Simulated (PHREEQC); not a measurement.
Solution (25 °C): 0.07 mol/kgw CuSO4, 0.00037 mol/kgw (CH3)4NF and 0.0012 mol/kgw KHCO3. Closed to the air; pH follows from the charge balance.

All values are PHREEQC results (ion-association model, wateq4f.dat), not measurements.

Task: The ionic strength comes out as 0.152 mol/kgw. What activity coefficients do KSO4-, CuOH+, K+, SO4-2, HSO4- get?

Result: KSO4- 0.76, CuOH+ 0.74, K+ 0.73, SO4-2 0.32, HSO4- 0.75.

Precipitation was switched off in this run. Saturation is exceeded, for instance for Antlerite, Brochantite; the values hold only as long as no solid forms. (CH3)4N+ isn't in the database: it is added as a free cation with an ion size of 4 Å.
